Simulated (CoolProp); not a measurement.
Vapour-liquid equilibrium of R143a (1) + fluoroethane (R161) (2) at 0.49 MPa; x and y are mole fractions of (1).

Values from CoolProp's multi-fluid Helmholtz-energy mixture model, Lemmon and Jacobsen 2000 and Wu 2012; pair parameters Bell 2016.

### Question
Give the bubble temperature and the first vapour's composition at x = 0.05, 0.75, 0.85. Is there an azeotrope?

### Answer
x = 0.05: 276.0 K, y = 0.069; x = 0.75: 268.0 K, y = 0.799; x = 0.85: 267.1 K, y = 0.882. No azeotrope shows between x = 0.05 and 0.95.

The pair parameters rest on a limited set of measurements; away from them the model extrapolates.
